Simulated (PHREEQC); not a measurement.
Make-up at 25 °C: 0.015 mol HF, 0.0013 mol KF and 0.0001 mol HCl per kg of water. Closed to the air; pH follows from the charge balance.

All values are PHREEQC results (ion-association model, phreeqc.dat), not measurements.

This is a speciation only: nothing precipitates in the calculation.

Question: Order these F species by the share of F that they hold, largest first: HF, F-, HF2-.

Answer: HF (76 %), F- (22 %), HF2- (2.1 %)

The pH is 2.61 and the ionic strength 0.00389 mol/kgw. Complexes and solids missing from the database can't appear.
